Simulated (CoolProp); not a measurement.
A single-stage vapour-compression cycle with cyclopropane: evaporating at 305.15 K (dew point), condensing at 325.15 K (bubble point), superheat 10 K, subcooling 0 K, compressor efficiency 0.7, no pressure losses. Each further row changes one setting.

Model: reference Helmholtz-energy equation of state, Polt 1992, in CoolProp. This equation is an older, rougher fit; its heat capacities, sound speeds and derivatives of the liquid may be far off and weren't checked against measurements.

```tsv
case	cooling COP	pressure ratio	discharge temperature (K)	refrigerating effect (kJ/kg)	volumetric capacity (kJ/m³)
as stated	9.51	1.62	346.2	361	5800
evaporating temperature 310.15 K	13.1	1.43	343.2	365	6640
condensing temperature 320.15 K	…	1.44	338.8	373	6000
subcooling 5 K	…	1.62	346.2	373	6000
superheat 20 K	9.48	1.62	…	…	5790
compressor efficiency 0.6	…	1.62	…	361	5800
```

Some entries are withheld; supply them.


- condensing temperature 320.15 K, cooling COP: 12.9
- subcooling 5 K, cooling COP: 9.83
- superheat 20 K, discharge temperature (K): 356.1
- superheat 20 K, refrigerating effect (kJ/kg): 378
- compressor efficiency 0.6, cooling COP: 8.15
- compressor efficiency 0.6, discharge temperature (K): 349.5
